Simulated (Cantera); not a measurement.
Cr2O3 + H2 + H2O (hydrogen reduction and annealing atmospheres)

Input: 1 mol Cr2O3, 2100 mol H2, a varied amount of H2O, at 75.0 Torr.

Method: chemical equilibrium by Gibbs-energy minimisation in Cantera with the NASA 1993 tables (ideal gas, pure condensed phases). Candidate condensed phases: Cr, Cr2O3, H2O; 13 gas species. Mutual solubility and eutectic melting of coexisting phases are not modelled. The numbers say what is thermodynamically allowed, not how fast it happens.

Stable condensed phases:

```
T in °C \ n(H2O) in mol
         0.53 0.82  1.3    2    3  4.7  7.3
   1725     A    A    A    A    A    A    A
   1625     A    A    A    A    A    A    A
   1525     B    B    B    B    B    B    B
   1425     B    B    B    B    B    B    C
   1325     B    B    B    C    C    D    D
   1225     C    C    C    C    D    D    D
   1125     C    C    D    D    D    D    D
   1025     C    D    D    D    D    D    D
    925     D    D    D    D    D    D    D
    825     D    D    D    D    D    D    D
    725     D    D    D    D    D    D    D
```

A: gas only; B: Cr; C: Cr + Cr2O3; D: Cr2O3.
